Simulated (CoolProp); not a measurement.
Vapour-liquid equilibrium of dimethyl ether (1) + n-hexane (2) at 151 kPa; x and y are mole fractions of (1).

The numbers come from the multi-fluid Helmholtz-energy mixture model, Wu 2011 and Thol 2019; pair parameters Bell 2016 in CoolProp.

| x | bubble temperature (K) | y at the bubble point | dew temperature at overall composition x (K) | liquid density (mol/L) |
|---|---|---|---|---|
| 0.05 | 332.1 | 0.520 | 353.4 | 7.408 |
| 0.125 | 308.6 | 0.808 | 350.6 | 7.981 |
| 0.2 | ? | 0.901 | 347.6 | 8.485 |
| 0.275 | 285.5 | 0.939 | 344.5 | 8.967 |
| 0.35 | 279.3 | 0.959 | 341.0 | 9.452 |
| 0.425 | 274.9 | 0.970 | 337.3 | 9.956 |
| 0.5 | 271.6 | 0.977 | 333.2 | 10.49 |
| 0.575 | 268.9 | 0.982 | 328.6 | 11.06 |
| 0.65 | 266.7 | 0.986 | 323.4 | 11.69 |
| 0.725 | 264.7 | 0.989 | 317.2 | 12.37 |
| 0.8 | 262.8 | 0.992 | 309.5 | 13.13 |
| 0.875 | 261.0 | ? | 299.2 | 13.99 |
| 0.95 | 259.2 | 0.998 | ? | 14.95 |

Problem. What belongs in the gaps?

Solution. 
- 0.2, bubble temperature (K): 294.5
- 0.875, y at the bubble point: 0.995
- 0.95, dew temperature at overall composition x (K): 282.3

No azeotrope shows between x = 0.05 and 0.95.

Pair parameters are fitted to limited data, so mixtures are less certain than the pure fluids.
